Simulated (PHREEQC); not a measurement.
Alkaline etch or developer

Consider water at 65 °C with 0.0038 mol/kgw CsOH, 0.0057 mol/kgw NaAlO2 and 0.037 mol/kgw Na2CO3. Closed to the air; pH follows from the charge balance.

All values are PHREEQC results (ion-association model, wateq4f.dat), not measurements.

No solid was allowed to form.

**Question.** Estimate the pH.

**Answer.** pH 10.57.

**Question.** In which forms is C present?

**Answer.** NaCO3- 67 %, CO3-2 28 %, HCO3- 5.2 % of the C.

Complexes and solids missing from the database can't appear. Constants without temperature data keep their 25 °C values here.
